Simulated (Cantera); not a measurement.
**Adiabatic ignition**

An adiabatic, constant-pressure homogeneous reactor starts with 13.4 % CH4, 16.8 % O2, 63.0 % N2, 6.84 % CO2, equivalence ratio 1.6, at 1350 K and 650000 Pa.

Model: GRI-Mech 3.0 (53 species, 325 reactions), integrated in Cantera.

| t (s) | T (K) | x CH4 | x O2 | x CO2 | x C2H4 | x HCN |
|---|---|---|---|---|---|---|
| 6.00e-6 | 1350 | 0.134 | 0.168 | 0.0684 | 9.93e-12 | <1e-12 |
| 1.45e-5 | 1350 | 0.134 | 0.168 | 0.0684 | 2.05e-10 | <1e-12 |
| 3.51e-5 | 1350 | 0.134 | 0.168 | 0.0684 | 5.48e-9 | <1e-12 |
| 8.50e-5 | 1350 | 0.134 | 0.168 | 0.0684 | 1.54e-7 | <1e-12 |
| 0.000206 | 1351 | 0.134 | 0.167 | 0.0684 | 1.69e-6 | <1e-12 |
| 0.000498 | 1353 | 0.133 | 0.167 | 0.0684 | 1.08e-5 | <1e-12 |
| 0.00120 | 1369 | 0.130 | 0.165 | 0.0683 | 0.000151 | <1e-12 |
| 0.00292 | 2530 | 1.66e-11 | 6.98e-5 | 0.0603 | <1e-12 | 5.54e-8 |
| 0.00706 | 2529 | 1.68e-11 | 6.88e-5 | 0.0603 | <1e-12 | 9.33e-8 |
| 0.0171 | 2529 | 1.68e-11 | 6.87e-5 | 0.0603 | <1e-12 | 9.98e-8 |
| 0.0413 | 2529 | 1.68e-11 | 6.87e-5 | 0.0603 | <1e-12 | 9.99e-8 |
| 0.100 | 2529 | 1.68e-11 | 6.87e-5 | 0.0603 | <1e-12 | 9.99e-8 |
x: mole fraction; the columns are a selection and need not sum to one.

```yaml
time_of_steepest_temperature_rise: 1.86 ms
temperature at 0.100 s: 2529 K
equilibrium_temperature: 2529 K
x(CH4) at 0.100 s: 1.68e-11 (gas-phase equilibrium 1.89e-11)
x(O2) at 0.100 s: 6.87e-5 (gas-phase equilibrium 6.87e-5)
x(CO2) at 0.100 s: 0.0603 (gas-phase equilibrium 0.0603)
```
